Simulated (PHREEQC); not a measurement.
CaCl2 is added in steps, without added water, to 1 kg of water holding 0.03 mol/kgw CdCl2, 0.00059 mol/kgw MgSO4, 0.0013 mol/kgw NaF and 0.054 mol/kgw Na2SO4, at 70 °C. O2 is buffered at 0.21 atm. CO2 from the air is kept out. Only these solids could form: Gypsum, Fluorite, Halite, Cd(OH)2.

Base run: PHREEQC, ion-association model, phreeqc.dat. Each further column changes one thing. The table gives pH.

```json
[
 {"CaCl2 added (mol)": "0", "base": "5.91", "diluted 100-fold with water": "6.19", "CdCl2 left out": "6.81", "Na2SO4 from 0.054 to 0.027 mol/kgw": "5.82", "no solid may form": "5.91"},
 {"CaCl2 added (mol)": "0.011", "base": "5.82", "diluted 100-fold with water": "6.23", "CdCl2 left out": "6.73", "Na2SO4 from 0.054 to 0.027 mol/kgw": "5.70", "no solid may form": "5.89"},
 {"CaCl2 added (mol)": "0.01925", "base": "5.79", "diluted 100-fold with water": "6.25", "CdCl2 left out": "6.70", "Na2SO4 from 0.054 to 0.027 mol/kgw": "5.69", "no solid may form": "5.89"},
 {"CaCl2 added (mol)": "0.03025", "base": "5.76", "diluted 100-fold with water": "6.25", "CdCl2 left out": "6.66", "Na2SO4 from 0.054 to 0.027 mol/kgw": "5.65", "no solid may form": "5.88"},
 {"CaCl2 added (mol)": "0.04125", "base": "5.72", "diluted 100-fold with water": "6.26", "CdCl2 left out": "6.62", "Na2SO4 from 0.054 to 0.027 mol/kgw": "5.63", "no solid may form": "5.87"},
 {"CaCl2 added (mol)": "0.0495", "base": "5.70", "diluted 100-fold with water": "6.26", "CdCl2 left out": "6.59", "Na2SO4 from 0.054 to 0.027 mol/kgw": "5.61", "no solid may form": "5.87"},
 {"CaCl2 added (mol)": "0.0605", "base": "5.67", "diluted 100-fold with water": "6.27", "CdCl2 left out": "6.55", "Na2SO4 from 0.054 to 0.027 mol/kgw": "5.61", "no solid may form": "5.87"},
 {"CaCl2 added (mol)": "0.06875", "base": "5.65", "diluted 100-fold with water": "6.27", "CdCl2 left out": "6.52", "Na2SO4 from 0.054 to 0.027 mol/kgw": "5.60", "no solid may form": "5.87"},
 {"CaCl2 added (mol)": "0.07975", "base": "5.64", "diluted 100-fold with water": "6.27", "CdCl2 left out": "6.49", "Na2SO4 from 0.054 to 0.027 mol/kgw": "5.60", "no solid may form": "5.87"},
 {"CaCl2 added (mol)": "0.09075", "base": "5.63", "diluted 100-fold with water": "6.27", "CdCl2 left out": "6.47", "Na2SO4 from 0.054 to 0.027 mol/kgw": "5.60", "no solid may form": "5.87"},
 {"CaCl2 added (mol)": "0.099", "base": "5.63", "diluted 100-fold with water": "6.28", "CdCl2 left out": "6.46", "Na2SO4 from 0.054 to 0.027 mol/kgw": "5.61", "no solid may form": "5.88"},
 {"CaCl2 added (mol)": "0.11", "base": "5.63", "diluted 100-fold with water": "6.28", "CdCl2 left out": "6.45", "Na2SO4 from 0.054 to 0.027 mol/kgw": "5.61", "no solid may form": "5.88"}
]
```

Constants without temperature data keep their 25 °C values here. In at least one series the solution becomes supersaturated in solids that the run did not let form, among them Gypsum, Fluorite. Solids allowed in the column 'CdCl2 left out': Gypsum, Fluorite, Halite.
